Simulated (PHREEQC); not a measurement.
# Acid rinse or clean: speciation

Dissolve 0.025 mol/kgw HNO3, 0.055 mol/kgw AlCl3 and 0.52 mol/kgw MgCl2 at 20 °C. It is in equilibrium with CO2 at log p = 0 (atm). Otherwise closed; pH follows from the charge balance.

Model: ion-association model, phreeqc.dat, run in PHREEQC.

Each row changes one thing in this solution. No solid was allowed to form.

```tsv
case	pH	(CO2)2 (mol/kgw)	MgHCO3+ (mol/kgw)	MgOH+ (mol/kgw)
as made	1.74	1.51e-5	3.47e-6	3.64e-11
AlCl3 from 0.055 to 0.11 mol/kgw	1.74	1.40e-5	3.94e-6	4.10e-11
AlCl3 from 0.055 to 0.011 mol/kgw	1.74	1.61e-5	3.14e-6	3.33e-11
AlCl3 left out	1.74	1.63e-5	3.07e-6	3.25e-11
MgCl2 replaced by MgBr2 at the same molality	1.74	1.51e-5	3.47e-6	3.64e-11
```

The ionic strength passes 0.7 mol/kgw, the rough limit of the ion-association models, in every such run. Complexes and solids missing from the database can't appear.
